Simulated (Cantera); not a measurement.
Cantera run:

```python
import numpy as np
import cantera as ct

gas_names = [...]  # 110 gases of nasa_gas.yaml made of C, F, H
cond_names = """
    C(gr) C6H6(L) C7H8(L) C8H18(L),n-octa
""".split()


# ... load() reads the species with a 1 bar reference pressure and builds the phases ...
atoms = {
    'CH3F': {'C': 1, 'H': 3, 'F': 1},
}
top_T = {'C(gr)': 4500}  # K; cautious upper limits of use, not melting points


# ... equilibrate(T, P, feed) seeds the gas with the atoms and calls Mixture.equilibrate('TP', solver="vcs", rtol=1e-11, max_steps=5000) ...
results = []
feed = {'CH3F': 1}  # mol
P = 28000  # Pa
for T in [2000, 2250, 2500, 2750, 3000, 3250, 3500, 3750, 4000, 4250, 4500, 4750, 5000]:
    mix = equilibrate(T, P, feed)
    results.append((T, P, feed, dict(zip(mix.species_names, mix.species_moles))))

top = {s: max(r[3][s] / sum(r[3][g] for g in gas_names) for r in results) for s in gas_names}
cols = sorted((s for s in top if top[s] > 1e-05), key=lambda s: -top[s])[:8]
seen = [c for c in cond_names if any(r[3].get(c, 0) > 1e-12 for r in results)]
print("log10 of partial pressures in bar; condensed amounts in mol")
print(f"{'T/K':>10s}" + "".join(f"{s[:9]:>10s}" for s in cols + seen))
for T, P, feed, n in results:
    ng = sum(n[g] for g in gas_names)
    print(f"{T:10.4g}" + "".join(f"{np.log10(max(n[s] / ng * P / 1e5, 1e-99)):10.3f}" for s in cols)
          + "".join(f"{n.get(c, 0):10.4g}" for c in seen))
```

Output:

```
log10 of partial pressures in bar; condensed amounts in mol
       T/K         H        HF        H2         F         C        C3 C2H2,acet        C2     C(gr)
      2000    -3.217    -0.854    -0.856    -6.601   -10.517   -10.557    -3.970   -11.630    0.9984
      2250    -2.560    -0.856    -0.862    -5.548    -8.439    -8.187    -3.337    -9.242    0.9933
      2500    -2.040    -0.861    -0.880    -4.700    -6.779    -6.304    -2.846    -7.339    0.9789
      2750    -1.627    -0.873    -0.925    -3.998    -5.423    -4.773    -2.476    -5.787    0.9471
      3000    -1.309    -0.897    -1.015    -3.399    -4.295    -3.506    -2.222    -4.499    0.8829
      3250    -1.084    -0.941    -1.181    -2.871    -3.342    -2.441    -2.097    -3.413    0.6914
      3500    -0.957    -1.036    -1.456    -2.408    -2.587    -1.714    -2.244    -2.605         0
      3750    -0.858    -1.128    -1.718    -2.003    -2.153    -1.747    -2.835    -2.346         0
      4000    -0.809    -1.275    -2.022    -1.677    -1.810    -1.887    -3.500    -2.194         0
      4250    -0.786    -1.503    -2.334    -1.466    -1.557    -2.158    -4.226    -2.157         0
      4500    -0.779    -1.795    -2.636    -1.355    -1.396    -2.593    -5.025    -2.254         0
      4750    -0.778    -2.108    -2.916    -1.302    -1.315    -3.171    -5.876    -2.468         0
      5000    -0.777    -2.414    -3.170    -1.277    -1.281    -3.807    -6.718    -2.737         0
```

Cantera equilibrium calculation (NASA polynomials, part measured and part estimated; ideal gas, pure solids and liquids).
